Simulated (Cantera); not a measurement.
A freely propagating, adiabatic, planar premixed flame of CH₄ : C₂H₆ : O₂ : N₂ = 1 : 0.042 : 1.53 : 5.77 (molar parts), equivalence ratio 1.4, unburnt at 625 K and 0.250 bar; mixture-averaged transport, grid criteria slope 0.08 and curve 0.16, no radiation.

Model: GRI-Mech 3.0 (53 species, 325 reactions), integrated in Cantera. Burning velocities carry a grid error of a few per cent, more on coarse grids.

Task: Predict: laminar burning velocity; thermal thickness; peak x(CH₂O); peak x(H).

Result: 
- laminar burning velocity: 120 cm/s
- thermal thickness: 1.38 mm
- peak x(CH₂O): 0.00123
- peak x(H): 0.0122
